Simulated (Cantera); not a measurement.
Input (Python, Cantera):

```python
import numpy as np
import cantera as ct

gas = ct.Solution("gri30.yaml")
gas.TPX = 1925, 101325, {'NO': 0.44, 'N2': 18}
reactor = ct.IdealGasConstPressureReactor(gas, energy="off", clone=False)
net = ct.ReactorNet([reactor])
net.rtol, net.atol = 1e-08, 1e-18
show = ['NO', 'NO2', 'N2', 'O', 'O2', 'N2O']
times = np.geomspace(0.0007, 2, 10)

steps = ct.SolutionArray(gas, extra=["t"])
rows = []
print(f"{'t/s':>10s}{'T/K':>9s}{'P/Pa':>11s}" + "".join(f"{s:>11s}" for s in show))
for t in times:
    while net.time < t:
        t_next = net.step()
        steps.append(gas.state, t=t_next)
    rows.append([np.interp(t, steps.t, y) for y in (steps.T, steps.P, *steps(*show).X.T)])
    print(f"{t:10.3e}{rows[-1][0]:9.1f}{rows[-1][1]:11.4g}" + "".join(f"{x:11.3e}" for x in rows[-1][2:]))
rate = np.gradient(steps.T, steps.t)
print("integrator steps:", len(steps.t))
if steps.T.max() > steps.T[0] + 200:
    print(f"time of steepest temperature rise: {steps.t[rate.argmax()]:.4e} s")
gas.TPX = 1925, 101325, {'NO': 0.44, 'N2': 18}
gas.equilibrate("TP")
print(f"equilibrium (TP): T = {gas.T:.1f} K  " + "  ".join(f"{s} {gas[s].X[0]:.3e}" for s in show))
```

It prints:

```
       t/s      T/K       P/Pa         NO        NO2         N2          O         O2        N2O
 7.000e-04   1925.0  1.013e+05  2.386e-02  6.752e-08  9.761e-01  2.967e-07  2.581e-09  1.683e-07
 1.695e-03   1925.0  1.013e+05  2.386e-02  2.130e-07  9.761e-01  8.289e-07  1.874e-08  2.431e-07
 4.103e-03   1925.0  1.013e+05  2.386e-02  5.875e-07  9.761e-01  2.178e-06  1.513e-07  2.688e-07
 9.933e-03   1925.0  1.013e+05  2.385e-02  1.304e-06  9.761e-01  4.770e-06  1.232e-06  2.759e-07
 2.405e-02   1925.0  1.013e+05  2.384e-02  1.915e-06  9.761e-01  7.005e-06  7.363e-06  2.815e-07
 5.822e-02   1925.0  1.013e+05  2.380e-02  2.036e-06  9.762e-01  7.457e-06  2.627e-05  2.818e-07
 1.409e-01   1925.0  1.013e+05  2.370e-02  2.141e-06  9.762e-01  7.861e-06  7.297e-05  2.807e-07
 3.412e-01   1925.0  1.013e+05  2.347e-02  2.372e-06  9.763e-01  8.774e-06  1.880e-04  2.779e-07
 8.261e-01   1925.0  1.013e+05  2.289e-02  2.836e-06  9.766e-01  1.072e-05  4.759e-04  2.702e-07
 2.000e+00   1925.0  1.013e+05  2.143e-02  3.610e-06  9.773e-01  1.451e-05  1.203e-03  2.495e-07
integrator steps: 482
equilibrium (TP): T = 1925.0 K  NO 1.598e-03  NO2 7.262e-07  N2 9.873e-01  O 3.876e-05  O2 1.111e-02  N2O 1.019e-07
```

Computed with Cantera and GRI-Mech 3.0 (53 species, 325 reactions).
